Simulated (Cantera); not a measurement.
Input: 1 mol SiF4, 0.38 mol C2H2, 13 mol H2, equilibrated at 1023.15 K and 0.00133 bar.

Method: chemical equilibrium by Gibbs-energy minimisation in Cantera with the NASA 1993 tables (ideal gas, pure condensed phases). Candidate condensed phases: C, C6H6, C7H8, C8H18, Si, SiC; 113 gas species. The tables' values for SiF3 are old estimates; treat these amounts as uncertain. The numbers say what is thermodynamically allowed, not how fast it happens.

Base state: H2 0.930, SiF4 0.0691, HF 0.000532, SiHF3 0.000378, SiF3 9.19e-5, CH4 8.63e-5 (mole fractions); condensed: C(graphite) + SiC(s).

Question: What changes in the equilibrium state with this change: pressure from 0.00133 bar to 0.0410 bar?

Answer: 
```json
[
 {"species": "H2", "before": "0.930", "after": "0.927"},
 {"species": "SiF4", "before": "0.0691", "after": "0.0693"},
 {"species": "CH4", "before": "8.63e-5", "after": "0.00264"},
 {"species": "SiF3", "before": "9.19e-5", "after": "1.92e-5"},
 {"species": "SiHF3", "before": "0.000378", "after": "0.000437"},
 {"species": "HF", "before": "0.000532", "after": "0.000459"},
 {"species": "C(graphite), mol", "before": "0.759", "after": "0.722"},
 {"species": "SiC(s), mol", "before": "0.000214", "after": "0"}
]
```

Question: What changes in the equilibrium state with this change: SiF4 replaced by Si(CH3)4?

Answer: 
```json
[
 {"species": "H2", "before": "0.930", "after": "1.000"},
 {"species": "CH4", "before": "8.63e-5", "after": "9.98e-5"},
 {"species": "SiF4", "before": "0.0691", "after": "0"},
 {"species": "HF", "before": "0.000532", "after": "0"},
 {"species": "SiHF3", "before": "0.000378", "after": "0"},
 {"species": "SiF3", "before": "9.19e-5", "after": "0"},
 {"species": "C(graphite), mol", "before": "0.759", "after": "3.76"},
 {"species": "SiC(s), mol", "before": "0.000214", "after": "1.00"}
]
```
